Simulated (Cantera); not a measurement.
Feed: 1 mol NiS, 1600 mol H2, 0.57 mol N2, at 44.0 Pa.

Method: chemical equilibrium by Gibbs-energy minimisation in Cantera with the NASA 1993 tables (ideal gas, pure condensed phases). Candidate condensed phases: Ni, NiS, NiS2, Ni3S2, Ni3S4, S; 17 gas species. The numbers say what is thermodynamically allowed, not how fast it happens. All values below are at 1775 °C.

Base state: H2 0.897, H 0.101, Ni 0.000592, S 0.000414, N2 0.000338, SH 0.000151, H2S 1.96e-5 (mole fractions); condensed: gas only.

What changes in the equilibrium state with this change: pressure from 44.0 Pa to 100000 Pa?


| species | before | after |
|---|---|---|
| H2 | 0.897 | 0.996 |
| H | 0.101 | 0.00224 |
| H2S | 1.96e-5 | 0.000532 |
| Ni | 0.000592 | 0.000330 |
| S | 0.000414 | 4.45e-6 |
| SH | 0.000151 | 8.14e-5 |
| N2 | 0.000338 | 0.000355 |
| Ni(l), mol | 0 | 0.466 |
